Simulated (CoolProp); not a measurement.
A simple Rankine cycle with cis-2-butene: condensing at 328.15 K, boiler at 1.69 MPa, turbine inlet 387 K, turbine efficiency 0.7, pump efficiency 0.6, no recuperator. Each further row changes one setting.

Model: reference Helmholtz-energy equation of state, Lemmon 2005, in CoolProp. It is a short technical equation, of lower accuracy than the large ones.

| case | thermal efficiency (%) | net work (kJ/kg) | heat in (kJ/kg) | turbine exit temperature (K) | volume ratio over the turbine |
|---|---|---|---|---|---|
| as stated | 8.0 | 33.6 | 422 | (withheld) | 3.61 |
| turbine inlet 407 K | 8.0 | 37.6 | 468 | 368.5 | 3.49 |
| condensing temperature 320.15 K | 9.1 | (withheld) | 441 | 339.5 | 4.47 |
| boiler pressure 1.18 MPa | 5.9 | (withheld) | 443 | 361.0 | (withheld) |
| turbine efficiency 0.6 | (withheld) | 28.3 | 422 | 348.4 | 3.65 |

Problem. Some entries are withheld; supply them.

Solution. 
- as stated, turbine exit temperature (K): 345.4
- condensing temperature 320.15 K, net work (kJ/kg): 40.0
- boiler pressure 1.18 MPa, net work (kJ/kg): 26.3
- boiler pressure 1.18 MPa, volume ratio over the turbine: 2.37
- turbine efficiency 0.6, thermal efficiency (%): 6.7
